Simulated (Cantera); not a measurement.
**Reactions in the system N-O-Ta**

Source: NASA polynomial tables (part measured, part estimated), evaluated in Cantera. Values are per mole of reaction as written; species without (g) are pure solids or liquids, kept so even where they would boil at 1 bar.

6 Ta + 10 NO2(g) = 3 Ta2O5 + 5 N2O(g)

```
T (K)  ΔH° (kJ)  ΔS° (J/K)  ΔG° (kJ)  log10 K  condensed phases
-----  --------  ---------  --------  -------  ----------------
300     -6071.8    -1120.5   -5735.6   998.64   Ta(s), Ta2O5(s)
2750    -5326.3     -652.0   -3533.4    67.11   Ta(s), Ta2O5(l)
2775    -5320.9     -650.0   -3517.1    66.20   Ta(s), Ta2O5(l)
2800    -5315.4     -648.1   -3500.9    65.31   Ta(s), Ta2O5(l)
2825    -5310.1     -646.2   -3484.7    64.43   Ta(s), Ta2O5(l)
2850    -5304.8     -644.3   -3468.6    63.57   Ta(s), Ta2O5(l)
2875    -5299.6     -642.5   -3452.5    62.73   Ta(s), Ta2O5(l)
```

2 NO(g) + 4 TaO2(g) = 2 Ta2O5 + N2(g)

```csv
T (K),ΔH° (kJ),ΔS° (J/K),ΔG° (kJ),log10 K,condensed phases
300,-3471.1,-1064.2,-3151.8,548.77,Ta2O5(s)
2750,-2893.8,-698.2,-973.9,18.50,Ta2O5(l)
2775,-2888.5,-696.2,-956.5,18.00,Ta2O5(l)
2800,-2883.2,-694.3,-939.1,17.52,Ta2O5(l)
2825,-2877.9,-692.4,-921.8,17.04,Ta2O5(l)
2850,-2872.6,-690.6,-904.5,16.58,Ta2O5(l)
2875,-2867.3,-688.7,-887.2,16.12,Ta2O5(l)
```
